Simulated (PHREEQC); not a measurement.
Dissolve 0.046 mol HF, 0.00063 mol (CH3)4NF and 1.3e-05 mol H4SiO4 per kg of water at 15 °C. Closed to the air; pH follows from the charge balance.

All values are PHREEQC results (ion-association model, phreeqc.dat), not measurements.

No solid was allowed to form.

Order these F species by the share of F that they hold, largest first: SiF6-2, F-, HF, HF2-.

HF (84 %), F- (13 %), HF2- (3.5 %), SiF6-2 (0.17 %)

The pH is 2.24 and the ionic strength 0.00679 mol/kgw. (CH3)4N+ isn't in the database: it is added as a free cation with an ion size of 4 Å. SiF6-2 is the database's only silicon fluoride.
